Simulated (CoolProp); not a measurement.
A single-stage vapour-compression cycle with R227EA: evaporating at 283.15 K (dew point), condensing at 314.15 K (bubble point), superheat 5 K, subcooling 8 K, compressor efficiency 0.9, no pressure losses. Each further row changes one setting.

Model: reference Helmholtz-energy equation of state, Lemmon 2016, in CoolProp.

```tsv
case	cooling COP	pressure ratio	discharge temperature (K)	refrigerating effect (kJ/kg)	volumetric capacity (kJ/m³)
as stated	7.30	2.58	314.1	96.8	2120
evaporating temperature 288.15 K	9.13	2.18	314.1	100	2580
condensing temperature 309.15 K	9.04	2.25	309.1	103	2250
subcooling 13 K	7.75	2.58	314.1	103	2250
superheat 15 K	7.52	2.58	322.0	105	2190
compressor efficiency 0.8	6.49	2.58	314.2	96.8	2120
```

The compression ends wet for: as stated; evaporating temperature 288.15 K; condensing temperature 309.15 K; subcooling 13 K.
